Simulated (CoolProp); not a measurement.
Vapour-liquid equilibrium of CHF3 (R23) (1) + propylene (2) at 177.2 K; x and y are mole fractions of (1).

Model: multi-fluid Helmholtz-energy mixture model, Penoncello 2003 and Lemmon 2013; pair parameters Bell 2016, in CoolProp.

```tsv
x	bubble pressure, mixture model (bar)	bubble pressure, Raoult's law (bar)	y, mixture model	y, Raoult's law
0.05	0.1495	0.07398	0.642	0.284
0.125	0.2510	0.1013	0.799	0.519
0.2	0.3165	0.1287	0.848	0.653
0.275	0.3565	0.1561	0.871	0.741
0.35	0.3791	0.1834	0.882	0.802
0.425	0.3908	0.2108	0.888	0.848
0.5	0.3962	0.2381	0.891	0.883
0.575	0.3987	0.2655	0.893	0.911
0.65	0.4006	0.2928	0.894	0.933
0.725	0.4036	0.3202	0.898	0.952
0.8	0.4084	0.3476	0.905	0.968
0.875	0.4146	0.3749	0.922	0.981
0.95	0.4202	0.4023	0.957	0.993
```

The largest gap from Raoult's law is +147.8 % in bubble pressure, at x = 0.125. No azeotrope shows between x = 0.05 and 0.95.

The pair parameters rest on a limited set of measurements; away from them the model extrapolates. With so large a gap from Raoult's law the liquid may split in two, which this calculation doesn't test in full.
